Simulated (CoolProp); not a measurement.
Vapour-liquid equilibrium of isopentane (1) + toluene (2) at 327.6 K; x and y are mole fractions of (1).

Values from CoolProp's multi-fluid Helmholtz-energy mixture model, Lemmon 2006 and Lemmon 2006; pair parameters Bell 2016.

```
x     bubble pressure, mixture model (MPa)  bubble pressure, Raoult's law (MPa)  y, mixture model  y, Raoult's law
----  ------------------------------------  -----------------------------------  ----------------  ---------------
0.05                               0.02936                              0.02576             0.516            0.454
0.15                               0.05867                              0.04766             0.779            0.736
0.25                               0.08654                              0.06956             0.865            0.840
0.35                                0.1117                              0.09146             0.906            0.895
0.45                                0.1338                               0.1134             0.930            0.928
0.55                                0.1532                               0.1353             0.947            0.951
0.65                                0.1707                               0.1572             0.959            0.967
0.75                                0.1873                               0.1791             0.970            0.979
0.85                                0.2044                               0.2010             0.981            0.989
0.95                                0.2233                               0.2229             0.993            0.997
```

The largest gap from Raoult's law is +24.4 % in bubble pressure, at x = 0.25. No azeotrope shows between x = 0.05 and 0.95.

Pair parameters are fitted to limited data, so mixtures are less certain than the pure fluids.
